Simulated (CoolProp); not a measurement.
Vapour-liquid equilibrium of benzene (1) + p-xylene (2) at 362 K; x and y are mole fractions of (1).

Computed with CoolProp (multi-fluid Helmholtz-energy mixture model, Thol 2012 and Zhou 2012; pair parameters Bell 2016).

```
x     bubble pressure, mixture model (MPa)  bubble pressure, Raoult's law (MPa)  y, mixture model  y, Raoult's law
----  ------------------------------------  -----------------------------------  ----------------  ---------------
0.05                                   [?]                              0.02724               [?]            0.242
0.2                                0.04270                              0.04375               [?]            0.602
0.35                                   [?]                              0.06025             0.757            0.765
0.5                                0.07588                              0.07676               [?]            0.858
0.65                                   [?]                              0.09326               [?]            0.918
0.8                                 0.1093                               0.1098             0.958            0.960
0.95                                   [?]                               0.1263             0.991            0.991
```

Q: What belongs in the gaps?

A: 
- 0.05, bubble pressure, mixture model (MPa): 0.02682
- 0.05, y, mixture model: 0.227
- 0.2, y, mixture model: 0.588
- 0.35, bubble pressure, mixture model (MPa): 0.05918
- 0.5, y, mixture model: 0.854
- 0.65, bubble pressure, mixture model (MPa): 0.09261
- 0.65, y, mixture model: 0.915
- 0.95, bubble pressure, mixture model (MPa): 0.1261

The largest gap from Raoult's law is -2.4 % in bubble pressure, at x = 0.2. No azeotrope shows between x = 0.05 and 0.95.

The pair parameters rest on a limited set of measurements; away from them the model extrapolates.
